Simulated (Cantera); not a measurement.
Reactions in the system H-Mg-S

Standard-state values (1 bar) from the NASA 1993 polynomials, evaluated with Cantera. Values are per mole of reaction as written; species without (g) are pure solids or liquids, kept so even where they would boil at 1 bar.

H₂S(g) + Mg = MgS + 2 H(g)

```json
[
 {"T (K)": "425", "ΔH° (kJ)": "114.3", "ΔS° (J/K)": "51.3", "ΔG° (kJ)": "92.5", "log10 K": "-11.37", "condensed phases": "Mg(s), MgS(s)"},
 {"T (K)": "625", "ΔH° (kJ)": "119.4", "ΔS° (J/K)": "61.2", "ΔG° (kJ)": "81.1", "log10 K": "-6.78", "condensed phases": "Mg(s), MgS(s)"},
 {"T (K)": "825", "ΔH° (kJ)": "123.7", "ΔS° (J/K)": "67.2", "ΔG° (kJ)": "68.3", "log10 K": "-4.32", "condensed phases": "Mg(s), MgS(s)"},
 {"T (K)": "1025", "ΔH° (kJ)": "118.4", "ΔS° (J/K)": "61.5", "ΔG° (kJ)": "55.4", "log10 K": "-2.82", "condensed phases": "Mg(l), MgS(s)"},
 {"T (K)": "1225", "ΔH° (kJ)": "120.9", "ΔS° (J/K)": "63.7", "ΔG° (kJ)": "42.8", "log10 K": "-1.83", "condensed phases": "Mg(l), MgS(s)"},
 {"T (K)": "1425", "ΔH° (kJ)": "123.0", "ΔS° (J/K)": "65.3", "ΔG° (kJ)": "29.9", "log10 K": "-1.10", "condensed phases": "Mg(l), MgS(s)"},
 {"T (K)": "1625", "ΔH° (kJ)": "125.0", "ΔS° (J/K)": "66.6", "ΔG° (kJ)": "16.7", "log10 K": "-0.54", "condensed phases": "Mg(l), MgS(s)"}
]
```
